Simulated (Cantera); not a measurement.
Cantera run, input and output.

```python
import numpy as np
import cantera as ct

gas = ct.Solution("gri30.yaml")
gas.TPX = 1675, 640000, {'H2': 1, 'O2': 0.357, 'N2': 1.34}
reactor = ct.IdealGasConstPressureReactor(gas, energy="on", clone=False)
net = ct.ReactorNet([reactor])
net.rtol, net.atol = 1e-08, 1e-16
show = ['H2', 'O2', 'O', 'H2O', 'H2O2', 'NO']
times = np.geomspace(6e-06, 2, 12)

steps = ct.SolutionArray(gas, extra=["t"])
rows = []
print(f"{'t/s':>10s}{'T/K':>9s}{'P/Pa':>11s}" + "".join(f"{s:>11s}" for s in show))
for t in times:
    while net.time < t:
        t_next = net.step()
        steps.append(gas.state, t=t_next)
    rows.append([np.interp(t, steps.t, y) for y in (steps.T, steps.P, *steps(*show).X.T)])
    print(f"{t:10.3e}{rows[-1][0]:9.1f}{rows[-1][1]:11.4g}" + "".join(f"{x:11.3e}" for x in rows[-1][2:]))
rate = np.gradient(steps.T, steps.t)
print("integrator steps:", len(steps.t))
if steps.T.max() > steps.T[0] + 200:
    print(f"time of steepest temperature rise: {steps.t[rate.argmax()]:.4e} s")
gas.TPX = 1675, 640000, {'H2': 1, 'O2': 0.357, 'N2': 1.34}
gas.equilibrate("HP")
print(f"equilibrium (HP): T = {gas.T:.1f} K  " + "  ".join(f"{s} {gas[s].X[0]:.3e}" for s in show))
```

It prints:

```
       t/s      T/K       P/Pa         H2         O2          O        H2O       H2O2         NO
 6.000e-06   2986.3    6.4e+05  1.243e-01  4.159e-03  5.012e-03  2.527e-01  7.340e-07  2.945e-04
 1.906e-05   3098.0    6.4e+05  1.244e-01  2.717e-03  3.263e-03  2.629e-01  6.931e-07  1.088e-03
 6.058e-05   3093.3    6.4e+05  1.256e-01  2.544e-03  3.096e-03  2.621e-01  6.641e-07  2.975e-03
 1.925e-04   3088.2    6.4e+05  1.267e-01  2.408e-03  2.964e-03  2.614e-01  6.396e-07  4.637e-03
 6.116e-04   3087.8    6.4e+05  1.268e-01  2.399e-03  2.955e-03  2.613e-01  6.379e-07  4.751e-03
 1.943e-03   3087.8    6.4e+05  1.268e-01  2.399e-03  2.955e-03  2.613e-01  6.379e-07  4.751e-03
 6.175e-03   3087.8    6.4e+05  1.268e-01  2.399e-03  2.955e-03  2.613e-01  6.379e-07  4.751e-03
 1.962e-02   3087.8    6.4e+05  1.268e-01  2.399e-03  2.955e-03  2.613e-01  6.379e-07  4.751e-03
 6.234e-02   3087.8    6.4e+05  1.268e-01  2.399e-03  2.955e-03  2.613e-01  6.379e-07  4.751e-03
 1.981e-01   3087.8    6.4e+05  1.268e-01  2.399e-03  2.955e-03  2.613e-01  6.379e-07  4.751e-03
 6.294e-01   3087.8    6.4e+05  1.268e-01  2.399e-03  2.955e-03  2.613e-01  6.379e-07  4.751e-03
 2.000e+00   3087.8    6.4e+05  1.268e-01  2.399e-03  2.955e-03  2.613e-01  6.379e-07  4.751e-03
integrator steps: 1072
time of steepest temperature rise: 1.2867e-06 s
equilibrium (HP): T = 3087.8 K  H2 1.268e-01  O2 2.399e-03  O 2.955e-03  H2O 2.613e-01  H2O2 6.379e-07  NO 4.751e-03
```

Computed with Cantera and GRI-Mech 3.0 (53 species, 325 reactions). The hydrogen kinetics of GRI-Mech 3.0 are dated; newer H2 mechanisms differ, most at raised pressure. Above 3000 K some thermodynamic fits are extrapolated.
